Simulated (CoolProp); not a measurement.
Saturation properties of n-perfluorobutane.

The numbers come from the reference Helmholtz-energy equation of state, Gao 2022 in CoolProp.

```
T (°C)  p (kPa)  vapour density (kg/m³)  liquid cp (kJ/(kg K))
------  -------  ----------------------  ---------------------
7.05        ___                   15.67                  1.117
12.35     174.4                     ___                  1.125
17.75     210.4                   22.55                  1.133
23.15       ___                   26.83                    ___
28.55       ___                   31.74                  1.152
33.95     352.7                     ___                  1.162
39.35     413.3                   43.77                  1.173
44.75     481.4                   51.07                  1.186
50.05     556.2                   59.24                  1.199
55.45     641.0                   68.73                  1.215
60.85     735.1                   79.59                  1.233
```

Q: Complete the blanks.

A: 
- 7.05, p (kPa): 143.9
- 12.35, vapour density (kg/m³): 18.83
- 23.15, p (kPa): 251.7
- 23.15, liquid cp (kJ/(kg K)): 1.142
- 28.55, p (kPa): 299.0
- 33.95, vapour density (kg/m³): 37.36

It boils at -2.0 °C under 1 atm.
